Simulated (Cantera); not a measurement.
An isothermal plug-flow reactor at 700 K and 2.40 bar (inlet), inlet velocity 2.8 m/s, active area per volume 370 1/m; feed H2 : O2 : N2 = 0.012 : 0.17 : 0.79 (molar parts), equivalence ratio 0.035.

Model: Deutschmann's 1995 Pt surface mechanism with GRI-Mech 3.0 gas chemistry, integrated in Cantera. Catalytic surfaces can have several steady states; this one follows from the mechanism file's or the stated starting coverage. Mass transfer to the wall is taken as infinitely fast.

What does this change do: inlet velocity 2.8 to 0.87 m/s?


```tsv
quantity	before	after
x(H2) at z = 0.033 m	0.000590	0.000107
x(O2) at z = 0.033 m	0.170	0.170
x(H2O) at z = 0.033 m	0.0118	0.0123
θ(free Pt) at the exit	0.00799	0.00446
θ(O*) at the exit	0.989	0.993
θ(OH*) at the exit	0.00295	0.00224
```

What does this change do: N2 0.79 to 0.55 parts?


```tsv
quantity	before	after
x(H2) at z = 0.033 m	0.000590	0.000800
x(O2) at z = 0.033 m	0.170	0.226
x(H2O) at z = 0.033 m	0.0118	0.0157
θ(free Pt) at the exit	0.00799	0.00771
θ(O*) at the exit	0.989	0.989
θ(OH*) at the exit	0.00295	0.00335
```
